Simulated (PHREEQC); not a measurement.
## Copper plating or etch bath

A solution holds 0.009 mol Cu(BF4)2 per kg of water, at 25 °C. Closed to the air; pH follows from the charge balance.

Model: ion-association model, phreeqc.dat, run in PHREEQC.

* **pH**: 2.87
* **ionic strength**: 0.0281 mol/kgw
* **total alkalinity**: -54.0 meq/kg

```csv
species,molality,activity,log γ
BF4-,0.0150,0.0128,-0.069
Cu+2,0.00878,0.00486,-0.257
HF,0.00432,0.00435,0.003
F-,0.00254,0.00215,-0.072
H+,0.00153,0.00135,-0.057
BF3OH-,0.00127,0.00109,-0.069
H3BO3,0.00127,0.00128,0.003
BF2(OH)2-,0.000400,0.000342,-0.069
CuF+,0.000223,0.000190,-0.069
HF2-,4.21e-5,3.60e-5,-0.069
BF(OH)3-,1.29e-6,1.10e-6,-0.069
CuOH+,4.24e-8,3.61e-8,-0.070
Cu2(OH)2+2,1.07e-9,5.70e-10,-0.276
```

This is a speciation only: nothing precipitates in the calculation. Species that the database lacks are ignored. Real BF4- forms and hydrolyses slowly; the run takes it at equilibrium.
